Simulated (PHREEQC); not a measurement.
Dissolve 0.063 mol/kgw TMAH, 5.7e-05 mol/kgw H4SiO4 and 0.0006 mol/kgw (CH3)4NCl at 20 °C. Closed to the air; pH follows from the charge balance.

All values are PHREEQC results (ion-association model, phreeqc.dat), not measurements.

| quantity | before | after |
|---|---|---|
| pH | 12.87 | 12.70 |
| H3SiO4- (mol/kgw) | 3.46e-5 | 3.53e-5 |
| H2SiO4-2 (mol/kgw) | 2.23e-5 | 2.16e-5 |
| H4SiO4 (mol/kgw) | 3.03e-8 | 3.82e-8 |
| SI of Quartz (SiO2) | -3.46 | -3.43 |

Task: Name the change that produced these shifts.
A) diluted 100-fold with water
B) temperature from 20 to 75 °C
C) (CH3)4NCl from 0.0006 to 0.0009 mol/kgw
D) temperature from 20 to 25 °C

Result: D, temperature from 20 to 25 °C

No solid was allowed to form. (CH3)4N+ isn't in the database: it is added as a free cation with an ion size of 4 Å.
